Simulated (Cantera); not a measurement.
Ignition delay

Mixture: 5.27 % CH₄, 19.9 % O₂, 74.9 % N₂, equivalence ratio 0.53, at 9000 Torr, adiabatic and at constant volume. Ignition delay is the time to a rise of 400 K.

Detailed kinetics in Cantera: GRI-Mech 3.0 (53 species, 325 reactions). The pressure lies above the range GRI-Mech 3.0 was tuned for (to about 10 atm).

| T0 (K) | delay (ms) |
|---|---|
| 1025 | 37.0 |
| 1075 | 16.3 |
| 1125 | 7.80 |
| 1175 | 3.97 |
| 1225 | 2.12 |
| 1275 | 1.18 |
| 1325 | 0.678 |

```yaml
apparent activation energy between 1225 and 1325 K: 150 kJ/mol
```
